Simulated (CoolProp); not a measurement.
A Linde-Hampson liquefier for methane: isothermal reversible compression at 280 K from 1 atm to 5 MPa, throttling to 1 atm, return gas leaving the recuperator 10 K below the feed. Each further row changes one setting.

The numbers come from the reference Helmholtz-energy equation of state, Setzmann 1991 in CoolProp.

```
case                        liquid yield per pass  compression work (kJ/kg of gas)
--------------------------  ---------------------  -------------------------------
as stated                                     ___                              551
high pressure 10 MPa                          ___                              ___
warm-end temperature 310 K                    ___                              ___
warm-end gap 15 K                             ___                              551
```

Question: Fill in the missing entries.

Answer: 
- as stated, liquid yield per pass: 0.041
- high pressure 10 MPa, liquid yield per pass: 0.112
- high pressure 10 MPa, compression work (kJ/kg of gas): 636
- warm-end temperature 310 K, liquid yield per pass: 0.025
- warm-end temperature 310 K, compression work (kJ/kg of gas): 615
- warm-end gap 15 K, liquid yield per pass: 0.028
